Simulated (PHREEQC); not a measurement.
Solution (20 °C): 25 mmol/kgw MgCl2, 0.033 mmol/kgw Na2HPO4 and 6.7 mmol/kgw KCl. Closed to the air; pH follows from the charge balance.

The numbers come from PHREEQC with the ion-association model, phreeqc.dat.

Precipitation was switched off in this run.

Question: Order these P species by the share of P that they hold, largest first: MgPO4-, H2PO4-, HPO4-2, MgH2PO4+, MgHPO4.

Answer: MgHPO4 (64 %), HPO4-2 (22 %), H2PO4- (6.4 %), MgPO4- (5.1 %), MgH2PO4+ (2.0 %)

The pH is 7.46 and the ionic strength 0.0817 mol/kgw.
